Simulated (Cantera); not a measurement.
Charge: 1 mol Si, a varied amount of Br2, 96 mol N2, at 575 K and 1.30 Pa.

Method: chemical equilibrium by Gibbs-energy minimisation in Cantera with the NASA 1993 tables (ideal gas, pure condensed phases). Candidate condensed phases: Br2, Si, Si3N4; 13 gas species. N2 is the only nitrogen source here; it is nearly inert below about 1500 K, so the nitride shown seldom forms there in practice. Kinetics and transport are ignored.

x: gas mole fraction; n: condensed amount in mol.

```
n(Br2) (mol)   x N2       x Br2     x SiBr4        x Br  n Si3N4(s)
------------  -----  ----------  ----------  ----------  ----------
0.65          0.997    4.89e-11     0.00339     1.92e-9       0.225
0.9           0.995    5.74e-11     0.00468     2.08e-9       0.183
1.3           0.993  (withheld)  (withheld)  (withheld)  (withheld)
1.8           0.991    8.07e-11     0.00929     2.47e-9      0.0333
2.5           0.985     0.00512      0.0103     1.97e-5           0
3.5           0.975  (withheld)      0.0102  (withheld)           0
4.9           0.961      0.0290      0.0100     4.68e-5           0
6.8           0.943      0.0471     0.00982     5.97e-5           0
```

Complete the blanks.


- 3.5, x Br2: 0.0152
- 3.5, x Br: 3.39e-5
- 1.3, x Br2: 6.88e-11
- 1.3, x SiBr4: 0.00674
- 1.3, x Br: 2.28e-9
- 1.3, n Si3N4(s): 0.117
